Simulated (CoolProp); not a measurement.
Vapour-liquid equilibrium of n-butane (1) + benzene (2) at 355.9 K; x and y are mole fractions of (1).

Values from CoolProp's multi-fluid Helmholtz-energy mixture model, Bücker 2006 and Thol 2012; pair parameters Bell 2016.

**Question.** Give the bubble pressure and the first vapour's composition at x = 0.05, 0.425, 0.65. Is there an azeotrope?

**Answer.** x = 0.05: 0.1662 MPa, y = 0.359; x = 0.425: 0.5670 MPa, y = 0.864; x = 0.65: 0.7617 MPa, y = 0.925. No azeotrope shows between x = 0.05 and 0.95.

Pair parameters are fitted to limited data, so mixtures are less certain than the pure fluids.
